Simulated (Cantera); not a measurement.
A closed system holds: 1 mol V, 8.7 mol O2, 28 mol H2, equilibrated at 2548.15 K and 1.00 bar.

Method: chemical equilibrium by Gibbs-energy minimisation in Cantera with the NASA 1993 tables (ideal gas, pure condensed phases). Candidate condensed phases: H2O, V, VO, V2O3, V2O4, V2O5; 12 gas species. Condensed phases not in the tables: the oxides between V2O3 and V2O5 other than VO2. Equilibrium is a limit: real reactors are often held back by kinetics, nucleation or transport.

Base state: H2O 0.530, H2 0.421, VO2 0.0229, H 0.0201, OH 0.00553, VO 0.000309, O 0.000172, O2 8.87e-5 (mole fractions); condensed: V2O3(l).

**Question.** What changes in the equilibrium state with this change: O2 from 8.7 to 0.57 mol?

**Answer.** 
| species | before | after |
|---|---|---|
| H2 | 0.421 | 0.963 |
| H | 0.0201 | 0.0304 |
| H2O | 0.530 | 0.00504 |
| VO2 | 0.0229 | 0.000232 |
| VO | 0.000309 | 0.000752 |
| O2 | 8.87e-5 | 1.53e-9 |
| V | 6.68e-7 | 0.000391 |
| O | 0.000172 | 7.16e-7 |
| OH | 0.00553 | 3.48e-5 |
| V2O3(l), mol | 0.163 | 0 |
| VO(l), mol | 0 | 0.961 |
VO: taken at fixed stoichiometry.

**Question.** What changes in the equilibrium state with this change: pressure from 1.00 bar to 2.80 bar?

**Answer.** 
| species | before | after |
|---|---|---|
| H2O | 0.530 | 0.551 |
| H2 | 0.421 | 0.425 |
| H | 0.0201 | 0.0121 |
| VO2 | 0.0229 | 0.00830 |
| VO | 0.000309 | 0.000109 |
| O | 0.000172 | 6.33e-5 |
| O2 | 8.87e-5 | 3.36e-5 |
| OH | 0.00553 | 0.00342 |
| V2O3(l), mol | 0.163 | 0.380 |

**Question.** What changes in the equilibrium state with this change: H2 from 28 to 52 mol?

**Answer.** 
```csv
species,before,after
H2,0.421,0.670
H2O,0.530,0.288
H,0.0201,0.0253
VO2,0.0229,0.0134
O2,8.87e-5,1.04e-5
O,0.000172,5.89e-5
OH,0.00553,0.00239
"V2O3(l), mol",0.163,0.128
```
